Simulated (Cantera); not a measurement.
What does this Cantera script print?

```python
import numpy as np
import cantera as ct

gas_names = """
    H HI HO2 H2 H2O H2O2 I I2 Mg MgH MgI MgI2 MgO MgOH MgO2H2 Mg2 O OH O2 O3
""".split()
cond_names = """
    H2O(s) H2O(L) I2(cr) I2(L) Mg(cr) Mg(L) MgI2(s) MgI2(L) MgO(s) MgO(L) MgO2H2(s)
""".split()


# ... load() reads the species with a 1 bar reference pressure and builds the phases ...
atoms = {
    'MgO': {'Mg': 1, 'O': 1},
    'I2': {'I': 2},
    'H2': {'H': 2},
}
top_T = {}  # K; cautious upper limits of use, not melting points


# ... equilibrate(T, P, feed) seeds the gas with the atoms and calls Mixture.equilibrate('TP', solver="vcs", rtol=1e-11, max_steps=5000) ...
results = []
feed = {'MgO': 1, 'I2': 0.51, 'H2': 5}  # mol
T = 1498.15  # K
P = 1000  # Pa
mix = equilibrate(T, P, feed)
results.append((T, P, feed, dict(zip(mix.species_names, mix.species_moles))))
x = sorted(zip(gas.X, gas.species_names), reverse=True)
print(f"T = {T:g} K  P = {P:g} Pa  gas = {mix.phase_moles(0):.4g} mol")
print("   x: " + "  ".join(f"{s} {v:.3e}" for v, s in x if v > 1e-05))
print("   condensed (mol): " + ("  ".join(f"{mix.phase(i).name} {mix.phase_moles(i):.4g}"
      for i in range(1, mix.n_phases) if mix.phase_moles(i) > 1e-12) or "none"))
```

It prints:

```
T = 1498.15 K  P = 1000 Pa  gas = 5.885 mol
   x: H2 8.264e-01  I 1.270e-01  HI 3.862e-02  H2O 3.847e-03  MgI2 3.664e-03  MgI 1.628e-04  H 1.565e-04  I2 1.082e-04  Mg 2.056e-05
   condensed (mol): MgO(s) 0.9774
```

These are equilibrium values from Cantera (NASA tables, ideal gas, pure condensed phases), not measurements of a reactor.
